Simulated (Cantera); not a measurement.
A perfectly stirred reactor is fed with CH₄ : H₂ = 1 : 91 (molar parts), at 10.5 Torr; it is held at 1825 K, and followed from long to short residence time.

Model: GRI-Mech 3.0 (53 species, 325 reactions), integrated in Cantera. GRI-Mech 3.0 stops at C3 and has no aromatics, soot or wall deposition, so with more carbon than oxygen in the feed, carbon stays in small species such as C2H2 where larger ones or solid carbon would form. Radical loss at walls, strong at low pressure, is not modelled.

### Question
What does this change do: temperature 1825 to 1025 K?

### Answer
```json
[
 {"quantity": "x(CH₄) at τ = 8.70 s", "before": "0.00143", "after": "0.0109"},
 {"quantity": "x(H₂) at τ = 8.70 s", "before": "0.990", "after": "0.989"},
 {"quantity": "x(CH₃) at τ = 8.70 s", "before": "9.89e-5", "after": "1.28e-10"},
 {"quantity": "x(C₂H₆) at τ = 8.70 s", "before": "1.28e-8", "after": "<1e-12"},
 {"quantity": "x(C₂H₄) at τ = 8.70 s", "before": "1.74e-6", "after": "<1e-12"},
 {"quantity": "x(CH₄) at τ = 0.110 s", "before": "0.00908", "after": "0.0109"},
 {"quantity": "x(H₂) at τ = 0.110 s", "before": "0.988", "after": "0.989"},
 {"quantity": "x(CH₃) at τ = 0.110 s", "before": "0.000345", "after": "1.63e-12"},
 {"quantity": "x(C₂H₆) at τ = 0.110 s", "before": "2.46e-7", "after": "<1e-12"},
 {"quantity": "x(C₂H₄) at τ = 0.110 s", "before": "1.01e-5", "after": "<1e-12"}
]
```

### Question
What does this change do: pressure from 10.5 Torr to 0.740 bar?

### Answer
```
quantity                  before    after
----------------------  --------  -------
x(CH₄) at τ = 8.70 s     0.00143  0.00245
x(H₂) at τ = 8.70 s        0.990    0.993
x(CH₃) at τ = 8.70 s     9.89e-5  2.55e-5
x(C₂H₆) at τ = 8.70 s    1.28e-8  5.48e-8
x(C₂H₄) at τ = 8.70 s    1.74e-6  5.89e-5
x(CH₄) at τ = 0.110 s    0.00908  0.00650
x(H₂) at τ = 0.110 s       0.988    0.991
x(CH₃) at τ = 0.110 s   0.000345  6.69e-5
x(C₂H₆) at τ = 0.110 s   2.46e-7  2.56e-7
x(C₂H₄) at τ = 0.110 s   1.01e-5  3.28e-5
```
